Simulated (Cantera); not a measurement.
# Equilibrium for nitride etching: AlN + H₂

Charge: 1 mol AlN, 110 mol H₂, held at 1.00 bar.

Equilibrium computed with Cantera from the NASA thermochemical tables; the gas is ideal and each condensed phase is pure. Candidate condensed phases: Al, AlN; 13 gas species. Kinetics and transport are ignored.

From 577 °C to 1777 °C the condensed part is AlN(s).

```
T (°C)   x H₂       x H      x Al      x N₂     x AlH     x Al₂  n AlN(s)
------  -----  --------  --------  --------  --------  --------  --------
577      1.00  2.05e-11    <1e-12    <1e-12    <1e-12    <1e-12      1.00
727      1.00   2.27e-9    <1e-12    <1e-12  2.34e-12    <1e-12      1.00
877      1.00   7.46e-8  1.77e-11    <1e-12  1.26e-10    <1e-12      1.00
1027    1.000   1.11e-6   1.01e-9  5.46e-10   2.99e-9    <1e-12      1.00
1177    1.000   9.46e-6   4.73e-8   5.04e-8   6.98e-8    <1e-12     1.000
1327    1.000   5.44e-5   1.36e-6   1.22e-6   1.14e-6  7.59e-12     1.000
1477    1.000  0.000233   2.20e-5   1.67e-5   1.15e-5  6.52e-10     0.996
1627    0.999  0.000793  0.000225  0.000152   7.93e-5   2.68e-8     0.966
1777    0.995   0.00226   0.00162   0.00102  0.000407   6.24e-7     0.776
```
x: gas mole fraction; n: condensed amount in mol.
